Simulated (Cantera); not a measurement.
A Cantera script and its output.

```python
import numpy as np
import cantera as ct

gas = ct.Solution("gri30.yaml")


def delay(T, t_max=10):
    gas.TPX = T, 100000, {'CH4': 1, 'O2': 0.952, 'N2': 3.52}
    reactor = ct.IdealGasReactor(gas, clone=False)
    net = ct.ReactorNet([reactor])
    net.rtol, net.atol = 1e-8, 1e-16
    while net.time < t_max:
        t_old, T_old = net.time, reactor.T
        net.step()
        if reactor.T > T + 400:  # ignition: a rise of 400 K
            return t_old + (T + 400 - T_old) / (reactor.T - T_old) * (net.time - t_old)
    return np.nan


taus = []
for T in [1100, 1175, 1250, 1325, 1400, 1475, 1550, 1625, 1700, 1775]:
    taus.append(delay(T))
    print(f"T0 = {T:6g} K   tau = {taus[-1]:.4e} s")
```

Output:

```
T0 =   1100 K   tau = 2.9221e-01 s
T0 =   1175 K   tau = 9.1989e-02 s
T0 =   1250 K   tau = 3.1629e-02 s
T0 =   1325 K   tau = 1.1702e-02 s
T0 =   1400 K   tau = 4.6198e-03 s
T0 =   1475 K   tau = 1.9490e-03 s
T0 =   1550 K   tau = 8.8579e-04 s
T0 =   1625 K   tau = 4.3658e-04 s
T0 =   1700 K   tau = 2.3335e-04 s
T0 =   1775 K   tau = 1.3430e-04 s
```

Detailed kinetics in Cantera: GRI-Mech 3.0 (53 species, 325 reactions).
